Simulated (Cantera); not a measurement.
A closed system holds: 1 mol CsOH, 1.5 mol H2, 4.3 mol O2, held at 950 °C and 0.100 bar.

These are equilibrium values from Cantera (NASA tables, ideal gas, pure condensed phases), not measurements of a reactor. Candidate condensed phases: Cs, CsOH, H2O; 15 gas species. Rates play no part.

Base state: O2 0.587, H2O 0.248, CsOH 0.165, Cs2(OH)2 0.000347, OH 1.47e-5 (mole fractions); condensed: gas only.

Q: What changes in the equilibrium state with this change: CsOH replaced by Mg(OH)2?

A: 
```tsv
species	before	after
O2	0.587	0.587
H2O	0.248	0.413
OH	1.47e-5	1.90e-5
CsOH	0.165	0
Cs2(OH)2	0.000347	0
MgO(s), mol	0	1.00
```
Further candidate phases: Mg, MgO, Mg(OH)2.

Q: What changes in the equilibrium state with this change: CsOH replaced by MgCO3?

A: 
| species | before | after |
|---|---|---|
| O2 | 0.587 | 0.587 |
| H2O | 0.248 | 0.248 |
| CO2 | 0 | 0.165 |
| CsOH | 0.165 | 0 |
| Cs2(OH)2 | 0.000347 | 0 |
| OH | 1.47e-5 | 1.47e-5 |
| MgO(s), mol | 0 | 1.00 |
Further candidate phases: C, C6H6, C7H8, C8H18, Mg, MgCO3, MgO, Mg(OH)2.
